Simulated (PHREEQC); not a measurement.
A solution holds 0.0087 mol/kgw ZnCl2, 0.025 mol/kgw KCl and 0.11 mol/kgw HCl, at 25 °C. Closed to the air; pH follows from the charge balance.

All values are PHREEQC results (ion-association model, phreeqc.dat), not measurements.

```tsv
quantity	before	after
pH	1.05	5.50
Zn+2 (mol/kgw)	0.00761	0.00760
ZnCl+ (mol/kgw)	0.000995	0.000994
ZnCl2 (mol/kgw)	8.18e-5	8.18e-5
ZnCl3- (mol/kgw)	1.43e-5	1.43e-5
ZnCl4-2 (mol/kgw)	1.82e-6	1.81e-6
SI of Sylvite (KCl)	-3.59	-3.59
```

Name the change that produced these shifts.
A) HCl replaced by LiCl at the same molality
B) HCl from 0.11 to 0.165 mol/kgw
C) temperature from 25 to 45 °C
D) ZnCl2 from 0.0087 to 0.00087 mol/kgw
E) temperature from 25 to 30 °C

A, HCl replaced by LiCl at the same molality

This is a speciation only: nothing precipitates in the calculation.
